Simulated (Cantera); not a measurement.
A closed system holds: 1 mol SiO2, 0.92 mol H2, 2.3 mol N2, at 100000 Pa.

Method: chemical equilibrium by Gibbs-energy minimisation in Cantera with the NASA 1993 tables (ideal gas, pure condensed phases). Candidate condensed phases: H2O, Si, SiO2, Si2N2O, Si3N4; 35 gas species. The tables hold silica as quartz up to 1696 K and as liquid above; real silica turns to tridymite and cristobalite and melts near 1996 K. The numbers say what is thermodynamically allowed, not how fast it happens. All values below are at 1723 K.

Base state: N2 0.714, H2 0.285, SiO 0.000360, H2O 0.000360, H 9.74e-5 (mole fractions); condensed: SiO2(condensed).

Q: What changes in the equilibrium state with this change: pressure from 100000 Pa to 1330 Pa?

A: 
```
species                 before     after
--------------------  --------  --------
N2                       0.714     0.712
H2                       0.285     0.281
SiO                   0.000360   0.00310
H2O                   0.000360   0.00310
H                      9.74e-5  0.000837
SiO2(condensed), mol     0.999     0.990
```
